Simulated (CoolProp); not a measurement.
The numbers come from the reference Helmholtz-energy equation of state, Schmidt 1985 in CoolProp.

Problem. Give the vapour pressure (kPa), liquid density (kg/m³), vapour density (kg/m³), enthalpy of vaporisation (kJ/kg) of saturated oxygen at -121.85 °C.

Solution. 
```tsv
T (°C)	p (kPa)	liquid density (kg/m³)	vapour density (kg/m³)	enthalpy of vaporisation (kJ/kg)
-121.85	4440	647	238	69.6
```
